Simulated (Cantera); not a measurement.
An adiabatic, constant-pressure homogeneous reactor starts with CH₄ : O₂ : N₂ : CO₂ = 1 : 1.54 : 5.78 : 0.35 (molar parts), at 1125 K and 15.0 bar. Integrator tolerance rtol = 1e-08.

Detailed kinetics in Cantera: GRI-Mech 3.0 (53 species, 325 reactions). The pressure lies above the range GRI-Mech 3.0 was tuned for (to about 10 atm).

What does this change do: pressure from 15.0 bar to 5.90 bar?


| quantity | before | after |
|---|---|---|
| time of steepest temperature rise | 9.21 ms | 27.4 ms |
| temperature at 0.200 s | 2593 K | 2574 K |
| equilibrium temperature | 2593 K | 2574 K |
| x(CH₄) at 0.200 s | 4.65e-12 (gas-phase equilibrium 5.28e-12) | <1e-12 (gas-phase equilibrium <1e-12) |
| x(O₂) at 0.200 s | 0.000240 (gas-phase equilibrium 0.000240) | 0.000492 (gas-phase equilibrium 0.000492) |
| x(CO₂) at 0.200 s | 0.0740 (gas-phase equilibrium 0.0740) | 0.0734 (gas-phase equilibrium 0.0734) |
| x(C₂H₆) at 0.200 s | <1e-12 (gas-phase equilibrium <1e-12) | <1e-12 (gas-phase equilibrium <1e-12) |
| x(OH) at 0.200 s | 0.00245 (gas-phase equilibrium 0.00245) | 0.00349 (gas-phase equilibrium 0.00349) |
| x(NO₂) at 0.200 s | 8.65e-8 (gas-phase equilibrium 8.65e-8) | 1.10e-7 (gas-phase equilibrium 1.10e-7) |
| x(O) at 0.200 s | 9.07e-5 (gas-phase equilibrium 9.07e-5) | 0.000190 (gas-phase equilibrium 0.000190) |

What does this change do: pressure from 15.0 bar to 2.60 bar?


```csv
quantity,before,after
time of steepest temperature rise,9.21 ms,67.4 ms
temperature at 0.200 s,2593 K,2552 K
equilibrium temperature,2593 K,2552 K
x(CH₄) at 0.200 s,4.65e-12 (gas-phase equilibrium 5.28e-12),<1e-12 (gas-phase equilibrium <1e-12)
x(O₂) at 0.200 s,0.000240 (gas-phase equilibrium 0.000240),0.000860 (gas-phase equilibrium 0.000860)
x(CO₂) at 0.200 s,0.0740 (gas-phase equilibrium 0.0740),0.0725 (gas-phase equilibrium 0.0725)
x(C₂H₆) at 0.200 s,<1e-12 (gas-phase equilibrium <1e-12),<1e-12 (gas-phase equilibrium <1e-12)
x(OH) at 0.200 s,0.00245 (gas-phase equilibrium 0.00245),0.00459 (gas-phase equilibrium 0.00459)
x(NO₂) at 0.200 s,8.65e-8 (gas-phase equilibrium 8.65e-8),1.25e-7 (gas-phase equilibrium 1.25e-7)
x(O) at 0.200 s,9.07e-5 (gas-phase equilibrium 9.07e-5),0.000341 (gas-phase equilibrium 0.000341)
```
